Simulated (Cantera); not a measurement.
Feed: 1 mol Si, 2.9 mol Cl2, 20 mol H2, equilibrated at 1525 K and 1.30 bar.

These are equilibrium values from Cantera (NASA tables, ideal gas, pure condensed phases), not measurements of a reactor. Candidate condensed phases: Si; 19 gas species. The tables' values for SiCl3 are old estimates; treat these amounts as uncertain. The numbers say what is thermodynamically allowed, not how fast it happens.

Base state: H2 0.817, HCl 0.138, SiCl2 0.0214, SiCl4 0.00870, SiCl3 0.00792, SiHCl3 0.00583, SiH2Cl2 0.000629, SiH3Cl 2.00e-5 (mole fractions); condensed: gas only.

What changes in the equilibrium state with this change: 1.4 mol N2 added?


```json
[
 {"species": "H2", "before": "0.817", "after": "0.736"},
 {"species": "HCl", "before": "0.138", "after": "0.217"},
 {"species": "N2", "before": "0", "after": "0.0371"},
 {"species": "SiCl2", "before": "0.0214", "after": "0.00287"},
 {"species": "SiCl4", "before": "0.00870", "after": "0.00322"},
 {"species": "SiH3Cl", "before": "2.00e-5", "after": "1.38e-6"},
 {"species": "SiH2Cl2", "before": "0.000629", "after": "7.59e-5"},
 {"species": "Si3N4(s), mol", "before": "0", "after": "0.261"}
]
```
Further candidate phases: NH4Cl, Si3N4.

What changes in the equilibrium state with this change: temperature from 1525 K to 1425 K?


```csv
species,before,after
H2,0.817,0.834
HCl,0.138,0.121
SiCl4,0.00870,0.0170
SiCl2,0.0214,0.0111
H,1.88e-5,5.46e-6
SiHCl3,0.00583,0.00920
SiH2Cl2,0.000629,0.000758
SiCl3,0.00792,0.00692
SiH3Cl,2.00e-5,1.81e-5
```
